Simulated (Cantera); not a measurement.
A perfectly stirred reactor is fed with 9.55 % CO, 1.34 % H2, 8.31 % CH4, 17.0 % O2, 63.8 % N2, equivalence ratio 1.3, at 5.00 bar; it is adiabatic with a 600 K inlet, and is followed from long to short residence time, starting on the burning branch (τ in s: 0.27, 0.13, 0.061, 0.029, 0.014, 0.0066, 0.0031, 0.0015, 0.00071, 0.00034, 0.00016, 7.6e-05).

Model: GRI-Mech 3.0 (53 species, 325 reactions), integrated in Cantera.

Predict: blow-out, bracketed by the residence times tried; x(CO) at τ = 0.270 s; x(H2) at τ = 0.270 s; x(CH4) at τ = 0.270 s; x(CH2O) at τ = 0.270 s; x(HCO) at τ = 0.270 s; x(CO) at τ = 3.10 ms; x(H2) at τ = 3.10 ms; x(CH4) at τ = 3.10 ms; x(CH2O) at τ = 3.10 ms; x(HCO) at τ = 3.10 ms.


```
Property                                                                           Value
------------------------------------------------  --------------------------------------
blow-out, bracketed by the residence times tried  burning at 76.0 µs, the shortest tried
x(CO) at τ = 0.270 s                                                              0.0804
x(H2) at τ = 0.270 s                                                              0.0219
x(CH4) at τ = 0.270 s                                                            1.02e-6
x(CH2O) at τ = 0.270 s                                                           7.67e-8
x(HCO) at τ = 0.270 s                                                            7.03e-8
x(CO) at τ = 3.10 ms                                                              0.0812
x(H2) at τ = 3.10 ms                                                              0.0222
x(CH4) at τ = 3.10 ms                                                            2.73e-5
x(CH2O) at τ = 3.10 ms                                                           2.88e-6
x(HCO) at τ = 3.10 ms                                                            3.16e-7
```
